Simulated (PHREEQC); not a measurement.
1.4 g of hydrous ferric oxide (600 m²/g; 0.2 weak and 0.005 strong sites per Fe, Dzombak-Morel constants, diffuse double layer) in 1 kg of water with 0.01 mol/kgw of an inert sodium salt and 0.02 mmol/kgw NiCl2, at 25 °C; the pH is set by adding NaOH or the inert anion's acid. Oxygen alone is held at its pressure in air (log pO2 = -0.68). No CO2 enters from the air. No solid was allowed to form.

Model: ion-association model, wateq4f.dat, run in PHREEQC.

| pH | Ni sorbed (%) | surface charge σ (C/m²) | surface potential ψ (mV) |
|---|---|---|---|
| 4 | 0.0 | 0.221 | 184 |
| 4.5 | 0.3 | 0.163 | 169 |
| 5 | 2.2 | 0.115 | 152 |
| 5.5 | 13.9 | 0.078 | 132 |
| 6 | 53.1 | 0.050 | 110 |
| 6.5 | 89.4 | 0.031 | 87 |
| 7 | 98.6 | 0.018 | 61 |
| 7.5 | 99.8 | 0.008 | 34 |
| 8 | 100.0 | 0.002 | 7 |
| 8.5 | 100.0 | -0.005 | -21 |
| 9 | 100.0 | -0.013 | -48 |
| 9.5 | 100.0 | -0.024 | -74 |
| 10 | 100.0 | -0.040 | -99 |
